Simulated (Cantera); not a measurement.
A closed system holds: 1 mol SiCl4, 0.86 mol HCl, 0.41 mol H2, held at 1152 °C and 9.80 bar.

Equilibrium computed with Cantera from the NASA thermochemical tables; the gas is ideal and each condensed phase is pure. Candidate condensed phases: Si; 19 gas species. The tables' values for SiCl3 are old estimates; treat these amounts as uncertain. Equilibrium is a limit: real reactors are often held back by kinetics, nucleation or transport.

Base state: SiCl4 0.416, HCl 0.400, H2 0.162, SiHCl3 0.0132, SiCl3 0.00821, SiCl2 0.000636, SiH2Cl2 6.37e-5 (mole fractions); condensed: gas only.

Task: What changes in the equilibrium state with this change: temperature from 1152 °C to 327 °C?

Result: 
| species | before | after |
|---|---|---|
| SiCl4 | 0.416 | 0.441 |
| HCl | 0.400 | 0.379 |
| H2 | 0.162 | 0.181 |
| SiHCl3 | 0.0132 | 5.77e-6 |
| SiCl3 | 0.00821 | <1e-9 |
| SiCl2 | 0.000636 | <1e-9 |
| SiH2Cl2 | 6.37e-5 | <1e-9 |
